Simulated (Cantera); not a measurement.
Input (Python, Cantera) and output of one run.

```python
import numpy as np
import cantera as ct

gas_names = [...]  # 123 gases of nasa_gas.yaml made of C, H, O, Si
cond_names = """
    C(gr) C6H6(L) C7H8(L) C8H18(L),n-octa H2O(s) H2O(L) Si(cr) Si(L) SiC(b) SiO2(Lqz) SiO2(hqz) SiO2(L)
""".split()


# ... load() reads the species with a 1 bar reference pressure and builds the phases ...
atoms = {
    'HMDSO': {'Si': 2, 'C': 6, 'H': 18, 'O': 1},
    'H2O': {'H': 2, 'O': 1},
    'O2': {'O': 2},
}
top_T = {'C(gr)': 4500, 'SiC(b)': 3050}  # K; cautious upper limits of use, not melting points


# ... equilibrate(T, P, feed) seeds the gas with the atoms and calls Mixture.equilibrate('TP', solver="vcs", rtol=1e-11, max_steps=5000) ...
results = []
T = 1625  # K
P = 120  # Pa
for m in [0.12, 0.18, 0.27, 0.41, 0.63, 0.96, 1.5, 2.2, 3.4]:
    feed = {'HMDSO': 1, 'H2O': m, 'O2': 0.17}  # mol
    mix = equilibrate(T, P, feed)
    results.append((T, P, feed, dict(zip(mix.species_names, mix.species_moles))))

top = {s: max(r[3][s] / sum(r[3][g] for g in gas_names) for r in results) for s in gas_names}
cols = sorted((s for s in top if top[s] > 0.001), key=lambda s: -top[s])[:5]
seen = [c for c in cond_names if any(r[3].get(c, 0) > 1e-12 for r in results)]
print("log10 of partial pressures in bar; condensed amounts in mol")
print(f"{'n(H2O)':>10s}" + "".join(f"{s[:9]:>10s}" for s in cols + seen))
for T, P, feed, n in results:
    ng = sum(n[g] for g in gas_names)
    print(f"{feed['H2O']:10.4g}" + "".join(f"{np.log10(max(n[s] / ng * P / 1e5, 1e-99)):10.3f}" for s in cols)
          + "".join(f"{n.get(c, 0):10.4g}" for c in seen))
```

It prints:

```
log10 of partial pressures in bar; condensed amounts in mol
    n(H2O)        H2        CO       SiO         H     C(gr)    SiC(b)
      0.12    -2.986    -3.783    -6.281    -5.645     2.549     1.995
      0.18    -2.988    -3.770    -6.269    -5.646     2.489     1.995
      0.27    -2.991    -3.752    -6.251    -5.647       2.4     1.995
      0.41    -2.996    -3.727    -6.226    -5.649      2.26     1.994
      0.63    -3.003    -3.693    -6.191    -5.653     2.042     1.994
      0.96    -3.012    -3.649    -6.148    -5.657     1.714     1.993
       1.5    -3.026    -3.594    -6.093    -5.664     1.177     1.991
       2.2    -3.041    -3.542    -6.040    -5.672    0.4816     1.989
       3.4    -3.062    -3.515    -4.587    -5.683         0      1.63
```

Method: chemical equilibrium by Gibbs-energy minimisation in Cantera with the NASA 1993 tables (ideal gas, pure condensed phases). The feed counts by its element totals alone.
